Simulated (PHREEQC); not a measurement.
## Copper plating or etch bath: speciation

A solution holds 0.0037 mol/kgw Cu(NO3)2, 0.0022 mol/kgw HBF4 and 0.25 mol/kgw Na2SO4, at 20 °C. Closed to the air; pH follows from the charge balance.

All values are PHREEQC results (ion-association model, phreeqc.dat), not measurements.

Precipitation was switched off in this run.

Task: Predict the pH, ionic strength, specific conductance.

Result: pH 3.11; ionic strength 0.606 mol/kgw; specific conductance 26800 µS/cm.

Task: In which forms is Cu present?

Result: CuSO4 57 %, Cu+2 42 % of the Cu.

Real BF4- forms and hydrolyses slowly; the run takes it at equilibrium.
